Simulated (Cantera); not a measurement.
A diamond (100) surface in a fixed gas of H2 with x(CH4) = 0.0065, x(H) = 0.0021, x(CH3) = 1.1e-05, 1200 Pa; coverages are run to steady state.

Cantera simulation using the Harris–Goodwin 1993 mechanism for the reconstructed diamond (100) surface; the numbers are that mechanism's predictions, not measurements.

θ: site fractions in the mechanism's names (c6HH fully hydrogenated, c6H* and c6*H radical sites, c6** diradical, c6HM methylated).

| T (K) | growth (µm/h) | θ c6HH | θ c6H* | θ c6*H | θ c6** | θ c6HM |
|---|---|---|---|---|---|---|
| 925 | ? | 0.665 | 0.0122 | 0.313 | 0.00535 | 0.00372 |
| 1000 | ? | 0.597 | 0.0182 | 0.373 | 0.00942 | 0.00205 |
| 1075 | ? | 0.535 | 0.0252 | 0.424 | 0.0150 | 0.000655 |
| 1150 | ? | 0.481 | 0.0327 | 0.464 | 0.0217 | 0.000138 |
| 1225 | 0.0130 | 0.436 | 0.0405 | 0.494 | 0.0292 | 2.73e-5 |
| 1300 | 0.0130 | 0.401 | 0.0481 | 0.514 | 0.0368 | 5.56e-6 |
| 1375 | ? | 0.374 | 0.0555 | 0.527 | 0.0438 | 1.15e-6 |

Question: Complete the blanks.

Answer: 
- 925, growth (µm/h): 0.0452
- 1000, growth (µm/h): 0.0505
- 1075, growth (µm/h): 0.0317
- 1150, growth (µm/h): 0.0162
- 1375, growth (µm/h): 0.00848
